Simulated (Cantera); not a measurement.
What does this Cantera script print?

```python
import numpy as np
import cantera as ct

gas_names = """
    B BH BH2 BH3 BN BO BO2 B2 B2O B2O2 B2O3 B3O3H3 H HBO HBO2 HNO HNO2 HNO3 HO2 H2 H2O H2O2 H3B3O6 N NH
    NH2 NH3 NH2OH NO NO2 NO3 N2 N2H2 N2H4 N2O O OH O2 O3
""".split()
cond_names = """
    B(b) B(L) BN(s) B2O3(L) B3O3H3(cr) H2O(s) H2O(L)
""".split()


# ... load() reads the species with a 1 bar reference pressure and builds the phases ...
atoms = {
    'borazine': {'B': 3, 'N': 3, 'H': 6},
    'NH3': {'N': 1, 'H': 3},
    'O2': {'O': 2},
}
top_T = {'BN(s)': 3200}  # K; cautious upper limits of use, not melting points


# ... equilibrate(T, P, feed) seeds the gas with the atoms and calls Mixture.equilibrate('TP', solver="vcs", rtol=1e-11, max_steps=5000) ...
results = []
feed = {'borazine': 1, 'NH3': 5.2, 'O2': 3.4}  # mol
for P in [10, 25, 63, 160, 400, 1000, 2500, 6300, 16000, 40000, 100000]:
    for T in [1050, 1150, 1250, 1350, 1450, 1550, 1650, 1750, 1850]:
        mix = equilibrate(T, P, feed)
        results.append((T, P, feed, dict(zip(mix.species_names, mix.species_moles))))

for T, P, feed, n in results:
    print(f"{T:7g} {P:10.4g}  " + (" + ".join(c for c in cond_names if n.get(c, 0) > 1e-12) or "gas only"))
```

Output:

```
   1050         10  B2O3(L)
   1150         10  B2O3(L)
   1250         10  B2O3(L)
   1350         10  B2O3(L)
   1450         10  gas only
   1550         10  gas only
   1650         10  gas only
   1750         10  gas only
   1850         10  gas only
   1050         25  B2O3(L)
   1150         25  B2O3(L)
   1250         25  B2O3(L)
   1350         25  B2O3(L)
   1450         25  gas only
   1550         25  gas only
   1650         25  gas only
   1750         25  gas only
   1850         25  gas only
   1050         63  B2O3(L)
   1150         63  B2O3(L)
   1250         63  B2O3(L)
   1350         63  B2O3(L)
   1450         63  B2O3(L)
   1550         63  gas only
   1650         63  gas only
   1750         63  gas only
   1850         63  gas only
   1050        160  B2O3(L)
   1150        160  B2O3(L)
   1250        160  B2O3(L)
   1350        160  B2O3(L)
   1450        160  B2O3(L)
   1550        160  gas only
   1650        160  gas only
   1750        160  gas only
   1850        160  gas only
   1050        400  B2O3(L)
   1150        400  B2O3(L)
   1250        400  B2O3(L)
   1350        400  B2O3(L)
   1450        400  B2O3(L)
   1550        400  B2O3(L)
   1650        400  gas only
   1750        400  gas only
   1850        400  gas only
   1050       1000  B2O3(L)
   1150       1000  B2O3(L)
   1250       1000  B2O3(L)
   1350       1000  B2O3(L)
   1450       1000  B2O3(L)
   1550       1000  B2O3(L)
   1650       1000  gas only
   1750       1000  gas only
   1850       1000  gas only
   1050       2500  B2O3(L)
   1150       2500  B2O3(L)
   1250       2500  B2O3(L)
   1350       2500  B2O3(L)
   1450       2500  B2O3(L)
   1550       2500  B2O3(L)
   1650       2500  B2O3(L)
   1750       2500  gas only
   1850       2500  gas only
   1050       6300  B2O3(L)
   1150       6300  B2O3(L)
   1250       6300  B2O3(L)
   1350       6300  B2O3(L)
   1450       6300  B2O3(L)
   1550       6300  B2O3(L)
   1650       6300  B2O3(L)
   1750       6300  gas only
   1850       6300  gas only
   1050    1.6e+04  B2O3(L)
   1150    1.6e+04  B2O3(L)
   1250    1.6e+04  B2O3(L)
   1350    1.6e+04  B2O3(L)
   1450    1.6e+04  B2O3(L)
   1550    1.6e+04  B2O3(L)
   1650    1.6e+04  B2O3(L)
   1750    1.6e+04  B2O3(L)
   1850    1.6e+04  gas only
   1050      4e+04  B2O3(L)
   1150      4e+04  B2O3(L)
   1250      4e+04  B2O3(L)
   1350      4e+04  B2O3(L)
   1450      4e+04  B2O3(L)
   1550      4e+04  B2O3(L)
   1650      4e+04  B2O3(L)
   1750      4e+04  B2O3(L)
   1850      4e+04  B2O3(L)
   1050      1e+05  B2O3(L)
   1150      1e+05  B2O3(L)
   1250      1e+05  B2O3(L)
   1350      1e+05  B2O3(L)
   1450      1e+05  B2O3(L)
   1550      1e+05  B2O3(L)
   1650      1e+05  B2O3(L)
   1750      1e+05  B2O3(L)
   1850      1e+05  B2O3(L)
```

Equilibrium computed with Cantera from the NASA thermochemical tables; the gas is ideal and each condensed phase is pure. The feed counts by its element totals alone.
